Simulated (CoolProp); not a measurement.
Properties of nitrogen along the isobar 63.2 bar (Tc = 126.2 K, pc = 33.96 bar, ω = 0.037).

Model: reference Helmholtz-energy equation of state, Span 2000, in CoolProp.

```
T (K)          phase  density (kg/m³)  cp (kJ/(kg K))  isothermal compressibility (1/MPa)  viscosity (µPa s)  fugacity coefficient
-----  -------------  ---------------  --------------  ----------------------------------  -----------------  --------------------
121.6         liquid            586.8           2.603                             0.02202               48.9                0.3628
142.7  supercritical            325.0           4.509                              0.2487               20.1                0.6096
163.7  supercritical            181.2           2.044                              0.2118               15.0                0.7534
184.8  supercritical            138.4           1.546                              0.1838               14.9                0.8377
205.9  supercritical            115.4           1.361                              0.1719               15.4                0.8924
226.9  supercritical            100.3           1.268                              0.1656               16.1                0.9294
248    supercritical            89.25           1.212                              0.1618               16.9                0.9556
269.1  supercritical            80.73           1.176                              0.1593               17.8                0.9743
```

The peak of cp marks the crossing from liquid-like to gas-like fluid above the critical point.

Viscosity comes from a separate model (Lemmon 2004).
